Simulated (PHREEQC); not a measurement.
# Buffer: speciation

Consider water at 25 °C with 0.13 mol/kgw NaH2PO4 and 0.9 mol/kgw NaOH. Closed to the air; pH follows from the charge balance.

All values are PHREEQC results (ion-association model, wateq4f.dat), not measurements.

```
Property                 Result
-----------------  ------------
pH                        13.56
ionic strength     1.42 mol/kgw
activity of water         0.969
total alkalinity     900 meq/kg
```

```tsv
species	molality	activity	log γ
Na+	1.03	0.762	-0.130
OH-	0.641	0.355	-0.256
PO4-3	0.129	0.00183	-1.849
HPO4-2	0.000734	0.000111	-0.822
NaHPO4-	0.000258	0.000164	-0.195
```

This is a speciation only: nothing precipitates in the calculation. Caution: at this ionic strength the ion-association model is outside its range; a Pitzer model would be the better tool where its parameters exist. H3PO4, which wateq4f.dat lacks, is added to it with the constant of phreeqc.dat.
